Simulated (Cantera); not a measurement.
A perfectly stirred reactor is fed with C3H8 : O2 : N2 = 1 : 2.94 : 23 (molar parts), equivalence ratio 1.7, at 10.0 bar; it is adiabatic with a 700 K inlet, and is followed from long to short residence time, starting on the burning branch (τ in s: 0.043, 0.019, 0.0088, 0.004, 0.0018, 0.00082, 0.00037, 0.00017, 7.6e-05, 3.5e-05).

Model: GRI-Mech 3.0 (53 species, 325 reactions), integrated in Cantera. GRI-Mech 3.0 was tuned for natural gas; its chemistry of propane as a main component is partial and can be far from experiment.

One state of this run: T (K) = 1609; x C3H8 = 9.40e-5; x O2 = 0.00480; x HO2 = 5.00e-6; x NO = 5.77e-8; x CH2 = 3.59e-7; x CH2CO = 0.000318; x CO = 0.0538. x: mole fraction; the columns are a selection and need not sum to one.

Task: Which value of τ (s) does it belong to?
A) 0.019
B) 0.0040
C) 0.0018
D) 0.0088

Result: B, 0.0040
